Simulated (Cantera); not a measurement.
A closed system holds: 1 mol SiH4, 0.78 mol NH3, at 100 Torr.

Method: chemical equilibrium by Gibbs-energy minimisation in Cantera with the NASA 1993 tables (ideal gas, pure condensed phases). Candidate condensed phases: Si, Si3N4; 18 gas species. Mutual solubility and eutectic melting of coexisting phases are not modelled. Gases not in the tables: Si2H6 and higher silanes. Rates play no part.

x: gas mole fraction; n: condensed amount in mol.

```json
[
 {"T (K)": "1175", "x H2": "1.000", "x N2": "9.68e-8", "x H": "[?]", "x SiH2": "7.10e-9", "x Si": "4.01e-12", "x SiH": "2.59e-11", "x Si2N": "<1e-12", "n Si(s)": "0.415", "n Si3N4(s)": "0.195", "n Si(l)": "0"},
 {"T (K)": "1275", "x H2": "1.000", "x N2": "1.91e-6", "x H": "[?]", "x SiH2": "4.94e-8", "x Si": "1.45e-10", "x SiH": "5.04e-10", "x Si2N": "<1e-12", "n Si(s)": "0.415", "n Si3N4(s)": "0.195", "n Si(l)": "0"},
 {"T (K)": "1375", "x H2": "1.000", "x N2": "2.42e-5", "x H": "[?]", "x SiH2": "2.58e-7", "x Si": "3.08e-9", "x SiH": "6.33e-9", "x Si2N": "1.62e-11", "n Si(s)": "0.415", "n Si3N4(s)": "0.195", "n Si(l)": "0"},
 {"T (K)": "1475", "x H2": "1.000", "x N2": "0.000216", "x H": "[?]", "x SiH2": "1.08e-6", "x Si": "4.31e-8", "x SiH": "5.61e-8", "x Si2N": "4.82e-10", "n Si(s)": "0.416", "n Si3N4(s)": "0.195", "n Si(l)": "0"},
 {"T (K)": "1575", "x H2": "0.998", "x N2": "0.00145", "x H": "[?]", "x SiH2": "3.75e-6", "x Si": "4.31e-7", "x SiH": "3.75e-7", "x Si2N": "9.26e-9", "n Si(s)": "0.422", "n Si3N4(s)": "0.193", "n Si(l)": "0"},
 {"T (K)": "1675", "x H2": "0.992", "x N2": "0.00770", "x H": "[?]", "x SiH2": "1.12e-5", "x Si": "3.26e-6", "x SiH": "1.99e-6", "x Si2N": "1.24e-7", "n Si(s)": "0.452", "n Si3N4(s)": "0.183", "n Si(l)": "0"},
 {"T (K)": "1775", "x H2": "0.956", "x N2": "0.0437", "x H": "[?]", "x SiH2": "2.39e-5", "x Si": "1.65e-5", "x SiH": "7.21e-6", "x Si2N": "9.91e-7", "n Si(s)": "0", "n Si3N4(s)": "0.123", "n Si(l)": "0.632"}
]
```

Task: Complete the blanks.

Result: 
- 1175, x H: 3.36e-7
- 1275, x H: 2.02e-6
- 1375, x H: 9.38e-6
- 1475, x H: 3.55e-5
- 1575, x H: 0.000114
- 1675, x H: 0.000317
- 1775, x H: 0.000775
